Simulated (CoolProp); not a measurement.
Properties of nitrogen along the isobar 1.01 bar (Tc = -147.0 °C, pc = 33.96 bar, ω = 0.037).

Model: reference Helmholtz-energy equation of state, Span 2000, in CoolProp.

```
T (°C)   phase       Z  Joule-Thomson coefficient (K/MPa)  conductivity (mW/(m K))
-------  -----  ------  ---------------------------------  -----------------------
-162.35    gas  0.9854                              13.28                     10.4
-145.95    gas  0.9903                              10.36                        ?
-129.65    gas  0.9933                              8.383                     13.4
-113.25    gas  0.9953                              6.941                     14.9
-96.95     gas  0.9966                              5.858                     16.3
-80.55     gas  0.9975                              5.005                     17.7
-64.15     gas  0.9982                              4.321                     19.0
-47.85     gas  0.9987                              3.763                     20.3
-31.45     gas  0.9990                                  ?                     21.6
-15.15     gas  0.9993                              2.901                     22.9
1.25       gas  0.9996                              2.562                        ?
17.65      gas  0.9997                              2.268                     25.3
33.95      gas  0.9999                              2.012                     26.5
50.35      gas  1.0000                              1.786                        ?
66.65      gas   1.000                              1.586                     28.8
83.05      gas   1.000                                  ?                        ?
```

Task: What belongs in the gaps?

Result: 
- -145.95, conductivity (mW/(m K)): 11.9
- -31.45, Joule-Thomson coefficient (K/MPa): 3.295
- 1.25, conductivity (mW/(m K)): 24.1
- 50.35, conductivity (mW/(m K)): 27.6
- 83.05, Joule-Thomson coefficient (K/MPa): 1.406
- 83.05, conductivity (mW/(m K)): 29.9

Thermal conductivity comes from a separate model (Lemmon 2004).
